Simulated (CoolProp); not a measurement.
C2F6 (R116) along the isobar 16.1 MPa: density (kg/m³) from the reference equation and from simpler models built on Tc = 19.9 °C, pc = 3.048 MPa, ω = 0.257; each cubic takes its own stable root.

Model: reference Helmholtz-energy equation of state, Lemmon 2006, in CoolProp. It is a short technical equation, of lower accuracy than the large ones.

| T (°C) | phase | reference |
|---|---|---|
| -85.95 | liquid | 1697 |
| -64.35 | liquid | 1619 |
| -42.75 | liquid | 1537 |
| -21.05 | liquid | 1451 |
| 0.55 | liquid | 1361 |
| 22.15 | supercritical | 1266 |
| 43.75 | supercritical | 1167 |
| 65.35 | supercritical | 1065 |
| 86.95 | supercritical | 964.4 |
| 108.65 | supercritical | 869.6 |
| 130.25 | supercritical | 785.2 |
| 151.85 | supercritical | 712.4 |

### Question
How far does each simpler model (van der Waals, Redlich-Kwong, Soave-Redlich-Kwong, Peng-Robinson) lie from the reference over these 12 states: mean and median of the absolute difference, and the worst?

### Answer
- van der Waals: mean 19.9 %, median 22.7 %, worst -33.2 % at -85.95 °C and 16.1 MPa
- Redlich-Kwong: mean 3.6 %, median 4.0 %, worst +5.9 % at 151.85 °C and 16.1 MPa
- Soave-Redlich-Kwong: mean 4.0 %, median 3.8 %, worst -5.5 % at 108.65 °C and 16.1 MPa
- Peng-Robinson: mean 5.9 %, median 6.8 %, worst +9.4 % at -42.75 °C and 16.1 MPa
